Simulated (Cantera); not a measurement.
Charge: 1 mol LiCl, 24 mol H2, at 1400 °C and 133 Pa.

These are equilibrium values from Cantera (NASA tables, ideal gas, pure condensed phases), not measurements of a reactor. Candidate condensed phases: Li, LiCl, LiH; 11 gas species. Equilibrium is a limit: real reactors are often held back by kinetics, nucleation or transport.

Base state: H2 0.956, LiCl 0.0385, H 0.00305, Li 0.00141, HCl 0.00141 (mole fractions); condensed: gas only.

Problem. What changes in the equilibrium state with this change: LiCl replaced by MgCl2?

Solution. 
| species | before | after |
|---|---|---|
| H2 | 0.956 | 0.915 |
| HCl | 0.00141 | 0.0423 |
| Mg | 0 | 0.0210 |
| LiCl | 0.0385 | 0 |
| MgCl2 | 0 | 0.0176 |
| Li | 0.00141 | 0 |
| MgCl | 0 | 0.000505 |
| Cl | 3.51e-6 | 0.000108 |
| H | 0.00305 | 0.00298 |
Further candidate phases: Mg, MgCl2.
